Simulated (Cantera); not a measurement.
## Gas-phase reforming

A perfectly stirred reactor is fed with CH4 : H2O : H2 = 1 : 0.38 : 0.16 (molar parts), at 7.80 atm; it is held at 2025 K, and followed from long to short residence time.

Detailed kinetics in Cantera: GRI-Mech 3.0 (53 species, 325 reactions). GRI-Mech 3.0 stops at C3 and has no aromatics, soot or wall deposition, so with more carbon than oxygen in the feed, carbon stays in small species such as C2H2 where larger ones or solid carbon would form.

```csv
τ (s),x CH4,x H2O,x H2,x HO2,x CH2CO
7.1,0.0207,0.000157,0.747,<1e-12,1.61e-6
3.0,0.0208,0.000360,0.747,<1e-12,1.67e-6
1.3,0.0209,0.000818,0.746,<1e-12,1.82e-6
0.55,0.0213,0.00190,0.745,<1e-12,2.17e-6
0.23,0.0221,0.00439,0.743,<1e-12,2.99e-6
0.098,0.0239,0.00962,0.738,<1e-12,4.77e-6
0.042,0.0274,0.0197,0.728,<1e-12,8.37e-6
0.018,0.0337,0.0367,0.710,<1e-12,1.50e-5
0.0075,0.0444,0.0618,0.684,<1e-12,2.60e-5
0.0032,0.0608,0.0910,0.650,<1e-12,4.00e-5
```
x: mole fraction; the columns are a selection and need not sum to one.
